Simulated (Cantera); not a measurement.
Cantera run, input and output.

```python
import numpy as np
import cantera as ct

gas = ct.Solution("gri30.yaml")
gas.TPX = 450, 30000, {'CH4': 1, 'O2': 3.77, 'N2': 14.2}
inlet = ct.Reservoir(gas, clone=True)
gas.equilibrate("HP")  # start burning
reactor = ct.IdealGasConstPressureReactor(gas, energy="on", clone=False)
exhaust = ct.Reservoir(gas, clone=True)
tau = [0.031, 0.019, 0.012, 0.0072, 0.0044, 0.0027, 0.0017, 0.001, 0.00063, 0.00039, 0.00024, 0.00015, 9e-05][0]
for a, b in ((inlet, reactor), (reactor, exhaust)):
    ct.MassFlowController(a, b, mdot=lambda t: reactor.mass / tau)
net = ct.ReactorNet([reactor])
show = ['CH4', 'O2', 'H2O', 'OH', 'C2H2', 'HCO', 'CH2O']

rows = []
print(f"{'tau/s':>10s}{'T/K':>9s}" + "".join(f"{s:>11s}" for s in show))
for tau in [0.031, 0.019, 0.012, 0.0072, 0.0044, 0.0027, 0.0017, 0.001, 0.00063, 0.00039, 0.00024, 0.00015, 9e-05]:
    net.initial_time = 0.0
    net.advance(30 * tau)
    before = gas.X
    net.advance(40 * tau)
    drift = np.max(np.abs(gas.X - before) / (gas.X + 1e-9))
    rows.append([gas.T, *gas[show].X, drift])
    print(f"{tau:10.3e}{gas.T:9.1f}" + "".join(f"{x:11.3e}" for x in gas[show].X))
```

Output:

```
     tau/s      T/K        CH4         O2        H2O         OH       C2H2        HCO       CH2O
 3.100e-02   1621.8  4.310e-05  9.322e-02  1.032e-01  2.318e-03  4.173e-10  1.700e-07  4.752e-06
 1.900e-02   1611.0  5.935e-05  9.337e-02  1.027e-01  2.605e-03  5.199e-10  2.807e-07  6.556e-06
 1.200e-02   1598.1  8.102e-05  9.360e-02  1.021e-01  2.872e-03  6.633e-10  4.471e-07  8.882e-06
 7.200e-03   1579.8  1.166e-04  9.401e-02  1.013e-01  3.142e-03  9.243e-10  7.449e-07  1.252e-05
 4.400e-03   1557.6  1.703e-04  9.465e-02  1.003e-01  3.349e-03  1.383e-09  1.210e-06  1.768e-05
 2.700e-03   1530.1  2.579e-04  9.567e-02  9.924e-02  3.466e-03  2.303e-09  1.944e-06  2.549e-05
 1.700e-03   1497.7  4.037e-04  9.725e-02  9.805e-02  3.454e-03  4.306e-09  3.038e-06  3.747e-05
 1.000e-03   1449.2  7.611e-04  1.005e-01  9.632e-02  3.200e-03  1.175e-08  5.084e-06  6.371e-05
 6.300e-04   1374.9  1.910e-03  1.075e-01  9.309e-02  2.362e-03  6.198e-08  8.042e-06  1.339e-04
 3.900e-04    450.0  5.271e-02  1.987e-01 -3.261e-16 -4.415e-26 -2.078e-21 -1.330e-35 -3.232e-18
 2.400e-04    450.0  5.271e-02  1.987e-01 -5.075e-19 -5.989e-29 -3.234e-24 -2.186e-39 -5.030e-21
 1.500e-04    450.0  5.271e-02  1.987e-01 -3.205e-20 -3.645e-30 -2.043e-25 -1.384e-40 -3.177e-22
 9.000e-05    450.0  5.271e-02  1.987e-01 -2.025e-21 -2.219e-31 -1.290e-26 -8.745e-42 -2.007e-23
```

Detailed kinetics in Cantera: GRI-Mech 3.0 (53 species, 325 reactions).
